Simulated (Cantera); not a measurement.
**B2H6 + NH3 + H2 (boron, boron nitride and boron oxide)**

Charge: 1 mol B2H6, 0.34 mol NH3, 92 mol H2, equilibrated at 1.33 mbar.

Equilibrium computed with Cantera from the NASA thermochemical tables; the gas is ideal and each condensed phase is pure. Candidate condensed phases: B, BN; 15 gas species. The feed counts by its element totals alone. Mutual solubility and eutectic melting of coexisting phases are not modelled. The tables' values for BH2 are old estimates; treat these amounts as uncertain. Kinetics and transport are ignored.

| T (K) | log p H2 | log p H | log p N2 | log p BH2 | log p B | log p BH | n B(s) | n BN(s) |
|---|---|---|---|---|---|---|---|---|
| 775 | -2.88 | -13.44 | <-14 | -14.26 | <-14 | <-14 | 1.66 | 0.340 |
| 875 | -2.88 | -11.74 | <-14 | -12.74 | <-14 | <-14 | 1.66 | 0.340 |
| 975 | -2.88 | -10.38 | <-14 | -11.54 | <-14 | <-14 | 1.66 | 0.340 |
| 1075 | -2.88 | -9.27 | <-14 | -10.56 | <-14 | <-14 | 1.66 | 0.340 |
| 1175 | -2.88 | -8.35 | -13.08 | -9.75 | <-14 | <-14 | 1.66 | 0.340 |
| 1275 | -2.88 | -7.57 | -11.34 | -9.07 | <-14 | -14.41 | 1.66 | 0.340 |
| 1375 | -2.88 | -6.90 | -9.85 | -8.49 | -13.48 | -13.11 | 1.66 | 0.340 |
| 1475 | -2.88 | -6.32 | -8.56 | -7.99 | -12.04 | -11.99 | 1.66 | 0.340 |
| 1575 | -2.88 | -5.82 | -7.44 | -7.56 | -10.79 | -11.01 | 1.66 | 0.335 |
| 1675 | -2.88 | -5.37 | -6.45 | -7.18 | -9.69 | -10.15 | 1.71 | 0.289 |
| 1775 | -2.88 | -4.98 | -5.63 | -6.84 | -8.71 | -9.39 | 1.99 | 0 |
| 1875 | -2.88 | -4.63 | -5.63 | -6.55 | -7.84 | -8.71 | 1.98 | 0 |
log p: log10 of the partial pressure in bar; n: condensed amount in mol.

From 775 K to 1675 K the condensed part is B(s) + BN(s). From 1775 K to 1875 K the condensed part is B(s).
